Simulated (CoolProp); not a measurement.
Saturation properties of R227EA.

Values from CoolProp's reference Helmholtz-energy equation of state, Lemmon 2016.

```
T (K)  p (MPa)  liquid viscosity (µPa s)  vapour viscosity (µPa s)
-----  -------  ------------------------  ------------------------
289.2   0.3425                       270                      11.1
295.9   0.4242                       247                      11.4
302.6   0.5199                       225                      11.7
309.2   0.6292                       206                      12.1
315.9   0.7571                       187                      12.4
322.6   0.9035                       170                      12.8
329.3    1.070                       154                      13.3
336      1.259                       139                      13.8
342.7    1.472                       124                      14.4
349.3    1.708                       110                      15.1
356      1.976                      95.7                      16.1
362.7    2.277                      81.2                      17.6
```

It boils at 256.8 K under 1 atm.

Viscosity comes from a separate model (Huber 2003), an estimate that may be off by 10 % or more.
